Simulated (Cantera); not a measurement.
A perfectly stirred reactor is fed with NH₃ : N₂ = 1 : 18 (molar parts), at 1.00 bar; it is held at 2275 K, and followed from long to short residence time.

Model: the gas-phase N/H chemistry of the illustrative SiF4/NH3 mechanism in the Surface Chemkin manual (1991), integrated in Cantera. Walls and surfaces, which speed up NH3 decomposition in real reactors, are not modelled.

Q: What does this change do: temperature 2275 to 1900 K?

A: 
| quantity | before | after |
|---|---|---|
| x(NH₃) at τ = 4.70 s | 2.86e-5 | 0.00217 |
| x(N₂H₄) at τ = 4.70 s | <1e-12 | 1.48e-10 |
| x(N) at τ = 4.70 s | 2.70e-6 | 2.40e-7 |
| x(H) at τ = 4.70 s | 0.00222 | 0.000138 |
| x(NH) at τ = 4.70 s | 1.83e-6 | 8.73e-7 |
| x(NH₃) at τ = 96.0 ms | 0.00152 | 0.0299 |
| x(N₂H₄) at τ = 96.0 ms | 1.51e-10 | 7.80e-9 |
| x(N) at τ = 96.0 ms | 5.04e-6 | 3.22e-7 |
| x(H) at τ = 96.0 ms | 0.000731 | 3.29e-5 |
| x(NH) at τ = 96.0 ms | 1.04e-5 | 2.77e-6 |

Q: What does this change do: pressure from 1.00 bar to 9.75 Torr?

A: 
| quantity | before | after |
|---|---|---|
| x(NH₃) at τ = 4.70 s | 2.86e-5 | 0.00151 |
| x(N₂H₄) at τ = 4.70 s | <1e-12 | 2.55e-12 |
| x(N) at τ = 4.70 s | 2.70e-6 | 7.45e-6 |
| x(H) at τ = 4.70 s | 0.00222 | 0.000838 |
| x(NH) at τ = 4.70 s | 1.83e-6 | 1.35e-5 |
| x(NH₃) at τ = 96.0 ms | 0.00152 | 0.0285 |
| x(N₂H₄) at τ = 96.0 ms | 1.51e-10 | 2.44e-10 |
| x(N) at τ = 96.0 ms | 5.04e-6 | 8.55e-6 |
| x(H) at τ = 96.0 ms | 0.000731 | 0.000215 |
| x(NH) at τ = 96.0 ms | 1.04e-5 | 4.32e-5 |
